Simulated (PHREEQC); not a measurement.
Model water analysis in mg/L, 20 °C, pH 6.86, pe 0.4:

```csv
constituent,mg/L
Na,1900
K,87.8
Ca,233
Mg,1020
Cl,6250
S(6) as SO4,212
Alkalinity as HCO3,80
Sr,45.2
```

Valence states are taken as typed.

Model: ion-association model, phreeqc.dat, run in PHREEQC.

No solid was allowed to form.

Problem. Predict the specific conductance, charge-balance error, density.

Solution. specific conductance 15300 µS/cm; charge-balance error -0.1 %; density 1.006 g/cm³.

Problem. In which forms is Sr present?

Solution. Sr+2 98 %, SrSO4 1.7 % of the Sr.

Species that the database lacks are ignored.
